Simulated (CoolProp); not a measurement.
Sulfur hexafluoride along the isobar 5.1 MPa: density (kg/m³) from the reference equation and from simpler models built on Tc = 318.7 K, pc = 3.755 MPa, ω = 0.210; each cubic takes its own stable root.

Model: reference Helmholtz-energy equation of state, Guder 2009, in CoolProp.

```
T (K)          phase  reference
-----  -------------  ---------
314.5         liquid       1260
341.3  supercritical      556.3
368    supercritical      360.9
394.8  supercritical      294.5
421.5  supercritical      255.7
448.3  supercritical      228.8
475.1  supercritical      208.4
501.8  supercritical      192.3
528.6  supercritical      179.0
555.3  supercritical      167.8
582.1  supercritical      158.2
```

Q: How far does each simpler model (van der Waals, Redlich-Kwong, Soave-Redlich-Kwong, Peng-Robinson) lie from the reference over these 11 states: mean and median of the absolute difference, and the worst?

A: 
- van der Waals: mean 9.4 %, median 6.6 %, worst -29.6 % at 314.5 K and 5.1 MPa
- Redlich-Kwong: mean 4.6 %, median 3.6 %, worst -13.6 % at 314.5 K and 5.1 MPa
- Soave-Redlich-Kwong: mean 2.6 %, median 1.3 %, worst -12.9 % at 314.5 K and 5.1 MPa
- Peng-Robinson: mean 1.9 %, median 1.6 %, worst +3.2 % at 368 K and 5.1 MPa
